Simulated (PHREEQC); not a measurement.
NH3 is added in steps, without added water, to 1 kg of water holding 0.00059 mol CO2 and 0.17 mol NaHF2, at 18 °C. Oxygen alone is held at its pressure in air (log pO2 = -0.68). The system is closed to CO2. Only these solids could form: Nahcolite, Natron.

Base run: PHREEQC, ion-association model, wateq4f.dat. Each further column changes one thing. The table gives HCO3- (mol/kgw).

| NH3 added (mol) | base | CO2 from 0.00059 to 0.000649 mol/kgw | temperature from 18 to 60 °C | temperature from 18 to 55 °C | no solid may form |
|---|---|---|---|---|---|
| 0 | 4.52e-7 | 4.97e-7 | 9.21e-7 | 8.63e-7 | 4.52e-7 |
| 0.054 | 9.39e-7 | 1.03e-6 | 2.24e-6 | 2.07e-6 | 9.39e-7 |
| 0.126 | 3.77e-6 | 4.14e-6 | 1.08e-5 | 9.86e-6 | 3.77e-6 |
| 0.18 | 0.000543 | 0.000597 | 0.000518 | 0.000527 | 0.000543 |
| 0.234 | 0.000458 | 0.000503 | ? | 0.000512 | 0.000458 |
| 0.306 | 0.000376 | 0.000414 | 0.000474 | ? | 0.000376 |
| 0.36 | 0.000332 | 0.000365 | ? | ? | 0.000332 |

**Question.** Some entries are withheld; supply them.

**Answer.** 
- 0.234, temperature from 18 to 60 °C: 0.000515
- 0.306, temperature from 18 to 55 °C: 0.000467
- 0.36, temperature from 18 to 60 °C: 0.000446
- 0.36, temperature from 18 to 55 °C: 0.000437

wateq4f.dat counts part of the HF as a dimer, H2F2, which phreeqc.dat doesn't know; its constant is uncertain. At this temperature some constants are extrapolated from 25 °C, and those without enthalpy data are left unchanged.
